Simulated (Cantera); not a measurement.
An isothermal, constant-pressure homogeneous reactor starts with N2O : N2 = 1 : 0.96 (molar parts), at 1400 K and 1330 Pa.

Detailed kinetics in Cantera: GRI-Mech 3.0 (53 species, 325 reactions). GRI-Mech 3.0 was tuned for natural gas; its chemistry of N2O as a main component is partial and can be far from experiment. Radical loss at walls, strong at low pressure, is not modelled. The temperature is held fixed by assumption; the heat of reaction is taken as removed at once.

One state of this run: x N2O = 1.86e-6; x NO = 0.0791; x N2 = 0.757; x NO2 = 5.93e-5; x O = 3.36e-6; x O2 = 0.164. x: mole fraction; the columns are a selection and need not sum to one.

### Question
Which value of t (s) does it belong to?
(A) 100
(B) 0.00280
(C) 0.0559
(D) 0.0125

### Answer
A, 100
